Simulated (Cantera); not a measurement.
Charge: 1 mol Si, 4.2 mol F2, equilibrated at 1023 K and 0.00100 bar.

Method: chemical equilibrium by Gibbs-energy minimisation in Cantera with the NASA 1993 tables (ideal gas, pure condensed phases). Candidate condensed phases: Si; 9 gas species. Equilibrium is a limit: real reactors are often held back by kinetics, nucleation or transport.

Base state: F 0.768, SiF4 0.192, F2 0.0393 (mole fractions); condensed: gas only.

Q: What changes in the equilibrium state with this change: 0.046 mol HCl added?

A: 
```tsv
species	before	after
F	0.768	0.753
SiF4	0.192	0.192
F2	0.0393	0.0377
HF	0	0.00884
ClF	0	0.00884
```
